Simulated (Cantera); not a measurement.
**Reactions in the system Ca-H-S**

Source: NASA polynomial tables (part measured, part estimated), evaluated in Cantera. Values are per mole of reaction as written; species without (g) are pure solids or liquids, kept so even where they would boil at 1 bar.

2 H(g) + CaS = H2S(g) + Ca

| T (K) | ΔH° (kJ) | ΔS° (J/K) | ΔG° (kJ) | log10 K | condensed phases |
|---|---|---|---|---|---|
| 300 | 16.7 | -37.9 | 28.0 | -4.88 | CaS(s), Ca(s) |
| 1673 | 2.9 | -64.0 | 110.0 | -3.43 | CaS(s), Ca(l) |
| 1773 | 2.1 | -64.5 | 116.4 | -3.43 | CaS(s), Ca(l) |
| 1873 | 1.4 | -64.9 | 122.9 | -3.43 | CaS(s), Ca(l) |
| 1973 | 0.7 | -65.2 | 129.4 | -3.43 | CaS(s), Ca(l) |
| 2073 | 0.1 | -65.6 | 135.9 | -3.43 | CaS(s), Ca(l) |
| 2173 | -0.6 | -65.9 | 142.5 | -3.43 | CaS(s), Ca(l) |
| 2273 | -1.3 | -66.2 | 149.1 | -3.43 | CaS(s), Ca(l) |
